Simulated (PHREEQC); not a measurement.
Dissolve 18 mmol/kgw H2SO4, 47 mmol/kgw Al2(SO4)3 and 110 mmol/kgw Na2SO4 at 25 °C. Closed to the air; pH follows from the charge balance.

All values are PHREEQC results (ion-association model, wateq4f.dat), not measurements.

Precipitation was switched off in this run.

Q: What pH does the model give?

A: pH 2.09.

Q: In which forms is Na present?

A: Na+ 90 %, NaSO4- 10 % of the Na.

Species that the database lacks are ignored.
